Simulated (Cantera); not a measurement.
## Equilibrium for silicon carbide growth: CH₃SiH₃ + HCl + H₂

Charge: 1 mol CH₃SiH₃, 0.11 mol HCl, 49 mol H₂, held at 383 Torr.

Method: chemical equilibrium by Gibbs-energy minimisation in Cantera with the NASA 1993 tables (ideal gas, pure condensed phases). Candidate condensed phases: C, C₆H₆, C₇H₈, C₈H₁₈, Si, SiC; 109 gas species. The feed counts by its element totals alone. The tables' values for SiCl are old estimates; treat these amounts as uncertain. Gases not in the tables: Si₂H₆ and higher silanes. The numbers say what is thermodynamically allowed, not how fast it happens.

```json
[
 {"T (K)": "1973", "log p H₂": "-0.29", "log p H": "-3.02", "log p HCl": "-2.97", "log p Si": "-4.99", "n SiC(s)": "0.997"},
 {"T (K)": "2023", "log p H₂": "-0.29", "log p H": "-2.87", "log p HCl": "-2.97", "log p Si": "-4.73", "n SiC(s)": "0.995"},
 {"T (K)": "2073", "log p H₂": "-0.30", "log p H": "-2.73", "log p HCl": "-2.97", "log p Si": "-4.48", "n SiC(s)": "0.992"},
 {"T (K)": "2123", "log p H₂": "-0.30", "log p H": "-2.59", "log p HCl": "-2.97", "log p Si": "-4.23", "n SiC(s)": "0.987"},
 {"T (K)": "2173", "log p H₂": "-0.30", "log p H": "-2.46", "log p HCl": "-2.97", "log p Si": "-3.99", "n SiC(s)": "0.980"},
 {"T (K)": "2223", "log p H₂": "-0.30", "log p H": "-2.34", "log p HCl": "-2.98", "log p Si": "-3.77", "n SiC(s)": "0.968"},
 {"T (K)": "2273", "log p H₂": "-0.30", "log p H": "-2.23", "log p HCl": "-2.98", "log p Si": "-3.55", "n SiC(s)": "0.949"},
 {"T (K)": "2323", "log p H₂": "-0.30", "log p H": "-2.11", "log p HCl": "-2.98", "log p Si": "-3.34", "n SiC(s)": "0.919"},
 {"T (K)": "2373", "log p H₂": "-0.30", "log p H": "-2.01", "log p HCl": "-2.98", "log p Si": "-3.14", "n SiC(s)": "0.874"}
]
```
log p: log10 of the partial pressure in bar; n: condensed amount in mol.

From 1973 K to 2373 K the condensed part is SiC(s). The main Si-bearing gas is SiH₂ at 1973 K and Si at 2373 K. The share of Si in condensed phases is highest at 1973 K (99.7 %) and lowest at 2373 K (87.4 %).
